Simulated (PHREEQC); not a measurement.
A column of 1 m (40 cells, dispersivity 0.08 m, 3600 s a shift, diffusion coefficient 3e-10 m²/s) holds 0.014 eq of the database's cation exchanger X per kg of pore water, first in equilibrium with 54 mmol/kgw BaCl2, 0.87 mmol/kgw LiCl and 0.01 mmol/kgw HCl. It is flushed with 31 mmol/kgw NaCl, 0.58 mmol/kgw MgCl2 and 0.01 mmol/kgw HCl, at 25 °C. Values are for the last cell. The system is closed to CO2. Precipitation was switched off in this run.

Base run: PHREEQC, ion-association model, phreeqc.dat. Each further column changes one thing. The table gives Mg in solution (mol/kgw).

```
pore volumes      base  exchange capacity from 0.014 to 0.007 eq/kgw  dispersivity from 0.08 to 0.16 m
------------  --------  --------------------------------------------  --------------------------------
0                    0                                             0                                 0
0.3125         3.67e-7                                       5.15e-7                           6.64e-6
0.5125         1.98e-5                                       2.53e-5                           5.95e-5
0.8125        0.000122                                      0.000158                          0.000180
1.113         0.000189                                      0.000260                          0.000256
1.413         0.000183                                      0.000269                          0.000275
1.613         0.000163                                      0.000249                          0.000268
1.913         0.000136                                      0.000216                          0.000245
2.212         0.000122                                      0.000199                          0.000223
2.513         0.000118                                      0.000198                          0.000207
2.712         0.000119                                      0.000203                          0.000200
3.013         0.000125                                      0.000218                          0.000196
```
